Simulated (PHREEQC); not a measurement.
**Copper plating or etch bath**

Dissolve 0.062 mol Cu(NO3)2, 0.00067 mol HBF4 and 0.047 mol H3BO3 per kg of water at 20 °C. Closed to the air; pH follows from the charge balance.

Equilibrium calculation in PHREEQC: ion-association model, phreeqc.dat.

This is a speciation only: nothing precipitates in the calculation.

**Question.** Predict the pH, specific conductance, density.

**Answer.** pH 3.01; specific conductance 10400 µS/cm; density 1.009 g/cm³.

**Question.** In which forms is F present?

**Answer.** BF4- 24 %, BF2(OH)2- 22 %, F- 18 %, HF 16 %, BF3OH- 13 %, CuF+ 6.1 % of the F.

Real BF4- forms and hydrolyses slowly; the run takes it at equilibrium.
